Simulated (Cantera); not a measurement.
An isothermal, constant-pressure homogeneous reactor starts with CO : O₂ : H₂O : N₂ = 0.018 : 0.028 : 0.0048 : 1 (molar parts), equivalence ratio 0.32, at 873 K and 1.01 bar. Integrator tolerance rtol = 1e-08.

Cantera simulation using GRI-Mech 3.0 (53 species, 325 reactions); the numbers are that mechanism's predictions, not measurements.

Problem. What does this change do: temperature 873 to 1375 K?

Solution. 
```
quantity                                            before                                     after
----------------  ----------------------------------------  ----------------------------------------
x(CO) at 70.0 s      0.0116 (gas-phase equilibrium <1e-12)   8.09e-8 (gas-phase equilibrium 8.11e-8)
x(O₂) at 70.0 s      0.0239 (gas-phase equilibrium 0.0182)     0.0182 (gas-phase equilibrium 0.0181)
x(H₂O) at 70.0 s   0.00457 (gas-phase equilibrium 0.00461)   0.00461 (gas-phase equilibrium 0.00461)
x(NO) at 70.0 s   2.92e-12 (gas-phase equilibrium 2.07e-6)  2.56e-6 (gas-phase equilibrium 0.000205)
x(HO₂) at 70.0 s  7.91e-7 (gas-phase equilibrium 3.13e-12)   2.53e-9 (gas-phase equilibrium 2.52e-9)
```

Problem. What does this change do: pressure from 1.01 bar to 0.370 bar?

Solution. 
```csv
quantity,before,after
x(CO) at 70.0 s,0.0116 (gas-phase equilibrium <1e-12),0.0108 (gas-phase equilibrium <1e-12)
x(O₂) at 70.0 s,0.0239 (gas-phase equilibrium 0.0182),0.0236 (gas-phase equilibrium 0.0182)
x(H₂O) at 70.0 s,0.00457 (gas-phase equilibrium 0.00461),0.00455 (gas-phase equilibrium 0.00461)
x(NO) at 70.0 s,2.92e-12 (gas-phase equilibrium 2.07e-6),3.51e-11 (gas-phase equilibrium 2.07e-6)
x(HO₂) at 70.0 s,7.91e-7 (gas-phase equilibrium 3.13e-12),1.22e-6 (gas-phase equilibrium 2.44e-12)
```
